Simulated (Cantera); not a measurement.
Mixture: CH₄ : O₂ : N₂ = 1 : 2.15 : 8.09 (molar parts), equivalence ratio 0.93, at 0.690 bar, adiabatic and at constant pressure. Ignition delay is the time to a rise of 400 K.

Model: GRI-Mech 3.0 (53 species, 325 reactions), integrated in Cantera.

What does this change do: CH4 1 to 0.62 parts?


```csv
quantity,before,after
delay at 1250 K,29.6 ms,23.0 ms
delay at 1325 K,10.9 ms,8.60 ms
delay at 1400 K,4.41 ms,3.57 ms
delay at 1475 K,1.95 ms,1.65 ms
delay at 1550 K,0.951 ms,0.843 ms
delay at 1625 K,0.508 ms,0.471 ms
apparent activation energy between 1475 and 1625 K,180 kJ/mol,170 kJ/mol
```
